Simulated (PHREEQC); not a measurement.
Consider water at 20 °C with 0.044 mol/kgw CuCl2 and 0.28 mol/kgw NaCl. It is in equilibrium with CO2 at log p = -2 (atm). Otherwise closed; pH follows from the charge balance.

Computed with PHREEQC (ion-association model, phreeqc.dat).

No solid was allowed to form.

Order these C species by the share of C that they hold, largest first: HCO3-, CO2, CuHCO3+, NaHCO3.

CO2 (91 %), CuHCO3+ (7.1 %), HCO3- (1.5 %), NaHCO3 (0.11 %)

The pH is 4.41 and the ionic strength 0.396 mol/kgw.
